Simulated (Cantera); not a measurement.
A closed system holds: 1 mol CH3SiH3, 0.49 mol C2H2, 340 mol H2, equilibrated at 2250 K.

Cantera equilibrium calculation (NASA polynomials, part measured and part estimated; ideal gas, pure solids and liquids). Candidate condensed phases: C, C6H6, C7H8, C8H18, Si, SiC; 87 gas species. The feed counts by its element totals alone. Gases not in the tables: Si2H6 and higher silanes. Equilibrium is a limit: real reactors are often held back by kinetics, nucleation or transport.

Task: Which condensed phases are stable at each of these points (P (Pa)): 100, 400, 1600, 6300, 25000, 100000?

Result: 
| P (Pa) | condensed phases | Si condensed (%) |
|---|---|---|
| 100 | gas only | 0.0 |
| 400 | gas only | 0.0 |
| 1600 | gas only | 0.0 |
| 6300 | SiC(s) | 32.4 |
| 25000 | SiC(s) | 77.6 |
| 100000 | SiC(s) | 91.4 |

From 1.00 mbar to 16.0 mbar nothing is condensed. From 63.0 mbar to 1.00 bar the condensed part is SiC(s).
